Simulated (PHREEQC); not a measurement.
Solution (25 °C): 0.014 mol/kgw NiSO4, 0.037 mol/kgw ZnCl2 and 0.0049 mol/kgw NaCl. Closed to the air; pH follows from the charge balance.

The numbers come from PHREEQC with the ion-association model, wateq4f.dat.

| quantity | before | after |
|---|---|---|
| pH | 5.32 | 6.21 |
| ionic strength (mol/kgw) | 0.137 | 0.00168 |
| Cl- (mol/kgw) | 0.0756 | 0.000788 |
| Zn+2 (mol/kgw) | 0.0292 | 0.000361 |
| Ni+2 (mol/kgw) | 0.0115 | 0.000137 |
| SO4-2 (mol/kgw) | 0.00649 | 0.000130 |
| SI of Zincite(c) (ZnO) | -2.48 | -2.23 |
| SI of Goslarite (ZnSO4:7H2O) | -2.68 | -5.52 |

**Question.** Which change was made?
A) temperature from 25 to 50 °C
B) temperature from 25 to 85 °C
C) NaCl from 0.0049 to 0.00539 mol/kgw
D) NaCl left out
E) diluted 100-fold with water

**Answer.** E, diluted 100-fold with water

Precipitation was switched off in this run.
